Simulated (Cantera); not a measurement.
Cantera run:

```python
import numpy as np
import cantera as ct

gas_names = """
    C CH CH2 CH3 CH2OH CH3O CH4 CH3OH CN CO CO2 COOH C2 C2H CHCO,ketyl C2H2,acetylene C2H2,vinylidene
    CH2CO,ketene C2H3,vinyl CH3CN CH3CO,acetyl C2H4 C2H4O,ethylen CH3CHO,ethanal CH3COOH (HCOOH)2 C2H5
    C2H6 CH3OCH3 C2H5OH CCN CNC C2N2 C2O C3 C3H3,propargyl C3H4,allene C3H4,propyne C3H4,cyclo-
    C3H5,allyl C3H6,propylene C3H6,cyclo- C3H6O C3H7,n-propyl C3H7,i-propyl C3H8 C3H8O,1propanol
    C3H8O,2propanol C3O2 C4 C4H2 C4H4,1,3-cyclo- C4H6,butadiene C4H6,2-butyne C4H6,cyclo- C4H8,1-butene
    C4H8,cis2-buten C4H8,tr2-butene C4H8,isobutene C4H8,cyclo- (CH3COOH)2 C4H9,n-butyl C4H9,i-butyl
    C4H9,s-butyl C4H9,t-butyl C4H10,isobutane C4H10,n-butane C4N2 C5 C5H6,1,3cyclo- C5H8,cyclo-
    C5H10,1-pentene C5H10,cyclo- C5H11,pentyl C5H11,t-pentyl C5H12,n-pentane C5H12,i-pentane
    CH3C(CH3)2CH3 C6H2 C6H5,phenyl C6H5O,phenoxy C6H6 C6H5OH,phenol C6H10,cyclo- C6H12,1-hexene
    C6H12,cyclo- C6H13,n-hexyl C7H7,benzyl C7H8 C7H8O,cresol C7H14,1-heptene C7H15,n-heptyl
    C7H16,n-heptane C8H8,styrene C8H10,ethylbenz C8H16,1-octene C8H17,n-octyl C8H18,isooctane
    C8H18,n-octane C9H19,n-nonyl C10H8,naphthale C10H21,n-decyl C12H9,o-bipheny C12H10,bipheny H HCN HCO
    HCCN HNC HNCO HNO HNO2 HNO3 HO2 H2 HCHO,formaldehy HCOOH H2O H2O2 N NCO NH NH2 NH3 NH2OH NO NO2 NO3
    N2 N2H2 N2H4 N2O O OH O2 O3 Si SiC SiC2 SiC4H12 SiH SiH2 SiH3 SiH4 SiN SiO SiO2 Si2 Si2C Si2N Si3
""".split()
cond_names = """
    C(gr) C6H6(L) C7H8(L) C8H18(L),n-octa H2O(s) H2O(L) Si(cr) Si(L) SiC(b) SiO2(Lqz) SiO2(hqz) SiO2(L)
    Si2N2O(s) Si3N4(a)
""".split()


def load(file, names, dense=False):
    # The tables refer to 1 bar. Condensed volumes are neglected.
    table = {s.name: s for s in ct.Species.list_from_file(file)}
    out = []
    for n in names:
        d = dict(table[n].input_data)
        d["thermo"] = dict(d["thermo"], **{"reference-pressure": 1e5})
        if dense:
            d["equation-of-state"] = {"model": "constant-volume", "density": "1e6 g/cm^3"}
        out.append(ct.Species.from_dict(d))
    return out


gas = ct.Solution(thermo="ideal-gas", species=load("nasa_gas.yaml", gas_names))
cond = {s.name: ct.Solution(thermo="fixed-stoichiometry", species=[s], name=s.name)
        for s in load("nasa_condensed.yaml", cond_names, dense=True)}
atoms = {
    'SiC': {'Si': 1, 'C': 1},
    'H2O': {'H': 2, 'O': 1},
    'N2': {'N': 2},
}
top_T = {'C(gr)': 4500, 'SiC(b)': 3050, 'Si2N2O(s)': 2100, 'Si3N4(a)': 2400}  # K; cautious upper limits of use, not melting points


def equilibrate(T, P, feed):
    n = {}
    for name, mol in feed.items():
        for a, k in atoms[name].items():
            n[a] = n.get(a, 0.0) + k * mol
    gas.TPX = T, P, n
    mass = sum(n.values()) * gas.mean_molecular_weight
    gas.equilibrate("TP")
    valid = [c for c in cond.values() if c.min_temp <= T <= top_T.get(c.name, c.max_temp)]
    mix = ct.Mixture([(gas, mass / gas.mean_molecular_weight)] + [(c, 0.0) for c in valid])
    mix.T, mix.P = T, P
    mix.equilibrate("TP", solver="vcs", rtol=1e-11, max_steps=5000)
    return mix


results = []
feed = {'SiC': 1, 'H2O': 0.03, 'N2': 230}  # mol
P = 1000  # Pa
for T in [1400, 1450, 1500, 1550, 1600, 1650, 1700, 1750, 1800, 1850]:
    mix = equilibrate(T, P, feed)
    results.append((T, P, feed, dict(zip(mix.species_names, mix.species_moles))))
    x = sorted(zip(gas.X, gas.species_names), reverse=True)
    print(f"T = {T:g} K  P = {P:g} Pa  gas = {mix.phase_moles(0):.4g} mol")
    print("   x: " + "  ".join(f"{s} {v:.3e}" for v, s in x if v > 0.001))
    print("   condensed (mol): " + ("  ".join(f"{mix.phase(i).name} {mix.phase_moles(i):.4g}"
          for i in range(1, mix.n_phases) if mix.phase_moles(i) > 1e-12) or "none"))
```

It prints:

```
T = 1400 K  P = 1000 Pa  gas = 230 mol
   x: N2 9.997e-01
   condensed (mol): SiC(b) 0.9692  Si3N4(a) 0.01025
T = 1450 K  P = 1000 Pa  gas = 230 mol
   x: N2 9.997e-01
   condensed (mol): SiC(b) 0.9695  Si3N4(a) 0.01009
T = 1500 K  P = 1000 Pa  gas = 230 mol
   x: N2 9.997e-01
   condensed (mol): SiC(b) 0.9701  Si3N4(a) 0.009667
T = 1550 K  P = 1000 Pa  gas = 230 mol
   x: N2 9.997e-01
   condensed (mol): SiC(b) 0.9718  Si3N4(a) 0.008589
T = 1600 K  P = 1000 Pa  gas = 230 mol
   x: N2 9.997e-01
   condensed (mol): SiC(b) 0.9753  Si3N4(a) 0.006196
T = 1650 K  P = 1000 Pa  gas = 230.1 mol
   x: N2 9.997e-01
   condensed (mol): SiC(b) 0.9811  Si3N4(a) 0.002019
T = 1700 K  P = 1000 Pa  gas = 230.1 mol
   x: N2 9.997e-01
   condensed (mol): SiC(b) 0.9828
T = 1750 K  P = 1000 Pa  gas = 230.1 mol
   x: N2 9.997e-01
   condensed (mol): SiC(b) 0.9803
T = 1800 K  P = 1000 Pa  gas = 230.1 mol
   x: N2 9.996e-01
   condensed (mol): SiC(b) 0.9761
T = 1850 K  P = 1000 Pa  gas = 230.1 mol
   x: N2 9.996e-01
   condensed (mol): SiC(b) 0.9705
```

Cantera equilibrium calculation (NASA polynomials, part measured and part estimated; ideal gas, pure solids and liquids). N2 is the only nitrogen source here; it is nearly inert below about 1500 K, so the nitride shown seldom forms there in practice. Mutual solubility and eutectic melting of coexisting phases are not modelled.
